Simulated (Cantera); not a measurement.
## Ignition delay

Mixture: CH₄ : H₂ : O₂ : N₂ : CO₂ = 1 : 0.065 : 4.73 : 17.8 : 2.5 (molar parts), equivalence ratio 0.43, at 39.0 bar, adiabatic and at constant pressure. Ignition delay is the time to a rise of 400 K.

Computed with Cantera and GRI-Mech 3.0 (53 species, 325 reactions). The pressure lies above the range GRI-Mech 3.0 was tuned for (to about 10 atm). Below about 1000 K GRI-Mech 3.0 lacks low-temperature oxidation paths. Below about 950 K walls govern HO2 and H2O2 in real vessels.

```json
[
 {"T0 (K)": "850", "delay (ms)": "471"},
 {"T0 (K)": "900", "delay (ms)": "118"},
 {"T0 (K)": "950", "delay (ms)": "36.6"},
 {"T0 (K)": "1000", "delay (ms)": "13.3"},
 {"T0 (K)": "1050", "delay (ms)": "5.52"},
 {"T0 (K)": "1100", "delay (ms)": "2.55"},
 {"T0 (K)": "1150", "delay (ms)": "1.28"},
 {"T0 (K)": "1200", "delay (ms)": "0.688"}
]
```

apparent activation energy between 1100 and 1200 K: 140 kJ/mol
